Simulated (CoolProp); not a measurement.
Saturation properties of hexamethyldisiloxane (MM).

Values from CoolProp's reference Helmholtz-energy equation of state, Thol 2016.

| T (°C) | p (kPa) | liquid density (kg/m³) | vapour density (kg/m³) | enthalpy of vaporisation (kJ/kg) | liquid cp (kJ/(kg K)) | surface tension (mN/m) |
|---|---|---|---|---|---|---|
| -20.65 | 0.3229 | 806.7 | 0.02500 | 249.5 | 1.794 | 19.6 |
| 9.25 | 2.372 | 776.0 | 0.1648 | 236.0 | 1.860 | 16.8 |
| 39.25 | 11.03 | 744.3 | 0.6985 | 222.4 | 1.937 | 14.2 |
| 69.15 | 36.79 | 711.5 | 2.166 | 208.4 | 2.021 | 11.6 |
| 99.05 | 97.11 | 676.6 | 5.430 | 193.5 | 2.111 | 9.17 |
| 128.95 | 215.9 | 638.8 | 11.76 | 176.8 | 2.209 | 6.86 |
| 158.85 | 423.0 | 596.3 | 23.16 | 157.4 | 2.322 | 4.70 |
| 188.75 | 754.5 | 545.8 | 43.52 | 133.4 | 2.477 | 2.75 |
| 218.65 | 1259 | 477.8 | 83.36 | 99.78 | 2.820 | 1.06 |

It boils at 100.5 °C under 1 atm.

Surface tension comes from a separate correlation (Mulero 2014), older than this fluid's equation and unchecked against measurements.
